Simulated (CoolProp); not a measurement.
Vapour-liquid equilibrium of propylene (1) + R22 (2) at 0.242 MPa; x and y are mole fractions of (1).

Model: multi-fluid Helmholtz-energy mixture model, Lemmon 2013 and Kamei 1995; pair parameters Bell 2016, in CoolProp.

### Question
Give the bubble temperature and the first vapour's composition at x = 0.05, 0.2, 0.65. Is there an azeotrope?

### Answer
x = 0.05: 251.8 K, y = 0.081; x = 0.2: 249.6 K, y = 0.277; x = 0.65: 246.6 K, y = 0.676. y crosses x between x = 0.8 and 0.95: the model has an azeotrope there.

The pair parameters rest on a limited set of measurements; away from them the model extrapolates.
